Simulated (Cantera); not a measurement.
A perfectly stirred reactor is fed with 5.50 % CH₄, 18.0 % O₂, 67.7 % N₂, 8.80 % H₂O, equivalence ratio 0.61, at 4.84 atm; it is adiabatic with a 575 K inlet, and is followed from long to short residence time, starting on the burning branch (τ in s: 0.13, 0.048, 0.017, 0.0062, 0.0022, 0.0008, 0.00029, 0.0001, 3.7e-05, 1.3e-05).

Cantera simulation using GRI-Mech 3.0 (53 species, 325 reactions); the numbers are that mechanism's predictions, not measurements.

### Question
Predict: blow-out, bracketed by the residence times tried; x(CH₄) at τ = 0.130 s; x(O₂) at τ = 0.130 s; x(H₂O) at τ = 0.130 s; x(H₂O₂) at τ = 0.130 s; x(NO) at τ = 0.130 s; x(CH₄) at τ = 0.800 ms; x(O₂) at τ = 0.800 ms; x(H₂O) at τ = 0.800 ms; x(H₂O₂) at τ = 0.800 ms; x(NO) at τ = 0.800 ms.

### Answer
```json
{
  "blow_out_bracketed_by_the_residence_times_tried": "burning at 0.290 ms, out at 0.100 ms",
  "x(CH₄) at τ = 0.130 s": "5.07e-6",
  "x(O₂) at τ = 0.130 s": "0.0703",
  "x(H₂O) at τ = 0.130 s": "0.198",
  "x(H₂O₂) at τ = 0.130 s": "1.21e-7",
  "x(NO) at τ = 0.130 s": "8.37e-6",
  "x(CH₄) at τ = 0.800 ms": "0.000217",
  "x(O₂) at τ = 0.800 ms": "0.0722",
  "x(H₂O) at τ = 0.800 ms": "0.196",
  "x(H₂O₂) at τ = 0.800 ms": "8.23e-7",
  "x(NO) at τ = 0.800 ms": "2.83e-6"
}
```
